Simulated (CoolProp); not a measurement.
Saturated liquid density (kg/m³) of octamethylcyclotetrasiloxane (D4): the reference equation beside estimates from Tc = 313.4 °C, pc = 1347 kPa, ω = 0.598. Rackett uses Z = 0.29056 − 0.08775 ω.

Values from CoolProp's reference Helmholtz-energy equation of state, Thol 2015.

```csv
T (°C),reference,Rackett,van der Waals,Redlich-Kwong,Soave-Redlich-Kwong,Peng-Robinson
147.35,803.8,936.3,460.7,665.6,729.9,825.0
153.15,796.2,926.8,456.5,658.1,722.9,817.3
158.85,788.6,917.4,452.3,650.6,715.8,809.5
164.65,780.7,907.7,447.9,642.7,708.3,801.3
170.45,772.8,897.8,443.4,634.7,700.5,792.8
176.15,764.8,887.9,438.9,626.6,692.6,784.1
181.95,756.6,877.7,434.2,618.2,684.3,774.9
187.65,748.3,867.4,429.5,609.7,675.8,765.5
193.45,739.8,856.7,424.6,600.8,666.9,755.6
199.15,731.2,846.0,419.6,591.9,657.7,745.5
204.95,722.3,834.8,414.4,582.6,648.1,734.7
210.65,713.3,823.5,409.2,573.1,638.2,723.6
216.45,703.9,811.8,403.7,563.2,627.8,711.9
222.25,694.3,799.7,398.0,553.0,616.8,699.5
```

Absolute difference from the reference over all 14 rows, mean and median: Rackett 15.9 and 16.0 %, van der Waals 42.6 and 42.6 %, Redlich-Kwong 18.5 and 18.4 %, Soave-Redlich-Kwong 9.8 and 9.6 %, Peng-Robinson 2.1 and 2.4 %.
